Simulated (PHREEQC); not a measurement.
PHREEQC input (ion-association model, wateq4f.dat):

```
SOLUTION_SPECIES
  SO4-2 + 10H+ + 8e- = H2S + 4H2O  # shut off: sulfate is not reduced
    -log_k -100
    -delta_h 0
    -analytic -100
SOLUTION 1
  temp 20
  units mol/kgw
  pH 7 charge
  Cl 0.0088
  Fe(2) 0.0044
SOLUTION 2
  temp 20
  units mol/kgw
  pH 7 charge
  B 0.0032
  F 0.0128
  Cu(2) 0.0016
  S(6) 0.089
  Cl 0.13
  K 0.13
END
SELECTED_OUTPUT 1
  -reset false
  -pH true
  -pe true
  -ionic_strength true
  -water true
  -totals B Cl Cu F Fe K S Cu(1) Cu(2) Fe(2)
    Fe(3) S(-2) S(6)
  -molalities H+ H3BO3 Cl- Cu+2 F- Fe+2 K+ SO4-2 Fe+3 FeOH+2
    FeOH+ Fe(OH)3- FeSO4+ FeCl+2 FeCl2+ FeCl3 FeSO4 H2BO3- KSO4- HSO4-
    H2S HS- S-2 O2 Fe(OH)2+ Fe(OH)3 Fe(OH)4- Fe(OH)2 FeHSO4+ OH-
    FeHSO4+2 BF(OH)3- BF2(OH)2- BF3OH- BF4- FeF+2 FeF2+ FeF3 HF HF2-
    CuCl2- CuCl3-2 Cu+ CuCl+ CuCl2 CuCl3- CuCl4-2 CuF+ CuOH+ Cu(OH)2
    Cu(OH)3- Cu(OH)4-2 Cu2(OH)2+2 CuSO4 Cu(HS)3- Fe(SO4)2- Fe2(OH)2+4 Fe3(OH)4+5 FeF+ Fe(HS)2
    Fe(HS)3- H2F2 FeCl+
  -equilibrium_phases Cu(OH)2 Brochantite Antlerite Atacamite Melanterite Chalcanthite CuF2:2H2O
PRINT
  -reset false
MIX 1
  1 1
  2 0
EQUILIBRIUM_PHASES 1
  Cu(OH)2 0 0
  Brochantite 0 0
  Antlerite 0 0
  Atacamite 0 0
  Melanterite 0 0
  Chalcanthite 0 0
  CuF2:2H2O 0 0
END
# ... the last block is repeated for the other 10 points of share of solution B
```

Selected output (columns that matter, 9 of 11 rows; share of solution B added in front):

```
share of solution B	pH	mu	B	Cl	Cu	F	Fe	K	S	m_H+	m_H3BO3	m_Cl-	m_Cu+2	m_Fe+2
0	6.102	0.013131	0	0.0088	0	0	0.0044	0	0	8.736e-07	0	0.008766	0	0.0043651
0.1	1.9061	0.042284	0.00032	0.02092	0.00016	0.00128	0.00396	0.013	0.0089001	0.014409	0.00031464	0.02087	0.00012679	0.0032277
0.2	1.649	0.069175	0.00064001	0.033041	0.00032001	0.00256	0.0035201	0.026	0.0178	0.026662	0.00058018	0.032977	0.00024046	0.0026917
0.4	1.392	0.12009	0.00128	0.057281	0.00064001	0.0051201	0.0026401	0.052001	0.035601	0.049504	0.0009182	0.0572	0.00046416	0.0018927
0.5	1.3087	0.14477	0.0016	0.069401	0.00080001	0.0064001	0.0022	0.065001	0.044501	0.060527	0.0010331	0.069314	0.00057595	0.0015431
0.6	1.2404	0.16911	0.00192	0.081521	0.00096001	0.0076801	0.00176	0.078001	0.053401	0.07139	0.0011286	0.081429	0.00068788	0.0012115
0.8	1.1318	0.2171	0.00256	0.10576	0.00128	0.01024	0.00088001	0.104	0.071201	0.092773	0.0012819	0.10566	0.00091219	0.00058644
0.9	1.0872	0.24082	0.00288	0.11788	0.00144	0.01152	0.00044	0.117	0.0801	0.10334	0.0013455	0.11778	0.0010246	0.00028881
1	1.0471	0.26441	0.0032	0.13	0.0016	0.0128	0	0.13	0.089	0.11383	0.0014024	0.1299	0.0011378	0
```

Real BF4- forms and hydrolyses slowly; the run takes it at equilibrium. Fluoro complexes past AlF4- and FeF3 are missing from the database.
